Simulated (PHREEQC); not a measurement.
A solution holds 0.0039 mol Cu(BF4)2, 0.00045 mol HCl and 0.094 mol NaCl per kg of water, at 25 °C. Closed to the air; pH follows from the charge balance.

The numbers come from PHREEQC with the ion-association model, phreeqc.dat.

```
quantity              before     after
-------------------  -------  --------
pH                      2.87      2.82
HF (mol/kgw)         0.00334   0.00300
F- (mol/kgw)         0.00221   0.00234
NaF (mol/kgw)        6.89e-5  0.000258
HF2- (mol/kgw)       2.82e-5   2.61e-5
SI of Halite (NaCl)    -3.85     -2.56
```

### Question
What was changed between the two runs?
A. NaCl from 0.094 to 0.47 mol/kgw
B. Cu(BF4)2 replaced by KHF2 at the same molality
C. temperature from 25 to 55 °C

### Answer
A, NaCl from 0.094 to 0.47 mol/kgw

This is a speciation only: nothing precipitates in the calculation. Real BF4- forms and hydrolyses slowly; the run takes it at equilibrium.
